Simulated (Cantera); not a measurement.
An isothermal, constant-pressure homogeneous reactor starts with H2 : O2 : N2 = 0.63 : 1 : 0.66 (molar parts), equivalence ratio 0.32, at 1373 K and 0.00240 bar.

Model: GRI-Mech 3.0 (53 species, 325 reactions), integrated in Cantera. Radical loss at walls, strong at low pressure, is not modelled. The temperature is held fixed by assumption; the heat of reaction is taken as removed at once.

Task: Predict: x(H2) at 1.00 s; x(O2) at 1.00 s; x(H) at 1.00 s; x(O) at 1.00 s.

Result: 
```
Item                                               Value
---------------  ---------------------------------------
x(H2) at 1.00 s  0.00912 (gas-phase equilibrium 3.30e-6)
x(O2) at 1.00 s      0.331 (gas-phase equilibrium 0.346)
x(H) at 1.00 s    0.0198 (gas-phase equilibrium 1.24e-7)
x(O) at 1.00 s    0.0221 (gas-phase equilibrium 7.45e-6)
```
